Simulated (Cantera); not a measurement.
# Adiabatic ignition

An adiabatic, constant-volume homogeneous reactor starts with 10.4 % CO, 0.737 % H₂, 18.5 % O₂, 70.4 % N₂, equivalence ratio 0.30, at 1673 K and 680000 Pa.

Computed with Cantera and GRI-Mech 3.0 (53 species, 325 reactions). The hydrogen kinetics of GRI-Mech 3.0 are dated; newer H2 mechanisms differ, most at raised pressure.

```
t (s)     T (K)  P (bar)     x CO      x H₂   x O₂      x O       x H      x NO   x CO₂
--------  -----  -------  -------  --------  -----  -------  --------  --------  ------
7.00e-6    1746     7.07   0.0926  0.000384  0.171  0.00888   0.00102   8.82e-7  0.0116
2.03e-5    2153     8.54   0.0426  0.000229  0.145   0.0168   0.00143   4.32e-5  0.0639
5.86e-5    2530     9.81   0.0124  0.000101  0.138  0.00582  0.000268  0.000584  0.0965
0.000170   2609     10.1  0.00597   5.60e-5  0.136  0.00294   9.80e-5   0.00196   0.103
0.000491   2604     10.0  0.00563   5.37e-5  0.134  0.00276   9.11e-5   0.00510   0.104
0.00142    2591     9.99  0.00535   5.16e-5  0.131  0.00257   8.46e-5    0.0113   0.104
0.00411    2576     9.93  0.00507   4.95e-5  0.128  0.00238   7.83e-5    0.0178   0.104
0.0119     2572     9.92  0.00500   4.89e-5  0.127  0.00233   7.66e-5    0.0196   0.104
0.0345     2572     9.92  0.00500   4.89e-5  0.127  0.00233   7.66e-5    0.0196   0.104
0.0998     2572     9.92  0.00500   4.89e-5  0.127  0.00233   7.66e-5    0.0196   0.104
0.289      2572     9.92  0.00500   4.89e-5  0.127  0.00233   7.66e-5    0.0196   0.104
0.836      2572     9.92  0.00500   4.89e-5  0.127  0.00233   7.66e-5    0.0196   0.104
2.42       2572     9.92  0.00500   4.89e-5  0.127  0.00233   7.66e-5    0.0196   0.104
7.00       2572     9.92  0.00500   4.89e-5  0.127  0.00233   7.66e-5    0.0196   0.104
```
x: mole fraction; the columns are a selection and need not sum to one.

```
Property                                                             Value
---------------------------------  ---------------------------------------
time of steepest temperature rise                                  14.0 µs
temperature at 7.00 s                                               2572 K
equilibrium temperature                                             2572 K
x(CO) at 7.00 s                    0.00500 (gas-phase equilibrium 0.00500)
x(H₂) at 7.00 s                    4.89e-5 (gas-phase equilibrium 4.89e-5)
x(O₂) at 7.00 s                        0.127 (gas-phase equilibrium 0.127)
```
